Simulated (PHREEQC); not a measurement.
0.18 g of hydrous ferric oxide (600 m²/g; 0.2 weak and 0.005 strong sites per Fe, Dzombak-Morel constants, diffuse double layer) in 1 kg of water with 0.05 mol/kgw of an inert sodium salt and 1.2e-05 mol CaCl2, at 25 °C; the pH is set by adding NaOH or the inert anion's acid. Oxygen is held at 0.21 atm. The system is closed to CO2. Precipitation was switched off in this run.

The series has 17 steps of pH, from 4 to 12.

Equilibrium calculation in PHREEQC: ion-association model, wateq4f.dat.

### Question
Near which pH is half of the Ca sorbed, and on which side is more sorbed?

### Answer
Near pH 8.6, with more sorbed at higher pH.
